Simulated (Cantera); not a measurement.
Input: 1 mol B2O3, 12 mol HF, 3.4 mol H2, at 1150 °C and 2.90 Pa.

Equilibrium computed with Cantera from the NASA thermochemical tables; the gas is ideal and each condensed phase is pure. Candidate condensed phases: B, B2O3, B3O3H3, H2O; 43 gas species. Kinetics and transport are ignored.

Base state: HF 0.612, H2 0.207, BOF 0.118, H2O 0.0579, HBO2 0.00366, H 0.000562, BF3 0.000551 (mole fractions); condensed: gas only.

**Question.** What changes in the equilibrium state with this change: HF from 12 to 17 mol?

**Answer.** 
```csv
species,before,after
HF,0.612,0.702
H2,0.207,0.159
BOF,0.118,0.0908
H2O,0.0579,0.0455
HBO2,0.00366,0.00194
BF3,0.000551,0.000709
H,0.000562,0.000492
```
